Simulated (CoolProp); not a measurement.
The fluoroketone C6F12O (FK-5-1-12) along the isotherm 500 K: density (kg/m³) from the reference equation and from simpler models built on Tc = 441.8 K, pc = 1.869 MPa, ω = 0.471; each cubic takes its own stable root.

Computed with CoolProp (reference Helmholtz-energy equation of state, McLinden 2015).

```tsv
p (MPa)	phase	reference	ideal gas	van der Waals	Redlich-Kwong	Peng-Robinson
0.0591	gas	4.525	4.493	4.524	4.527	4.528
0.135	gas	10.43	10.26	10.43	10.44	10.45
0.306	gas	24.14	23.26	24.15	24.22	24.23
0.697	gas	57.84	52.99	58.06	58.39	58.36
1.59	gas	151.2	120.9	155.6	156.2	153.8
3.61	supercritical	519.9	274.4	576.9	571.7	497.4
8.21	supercritical	970.3	624.1	797.6	947.9	966.7
18.7	supercritical	1189	1422	937.8	1192	1278
```
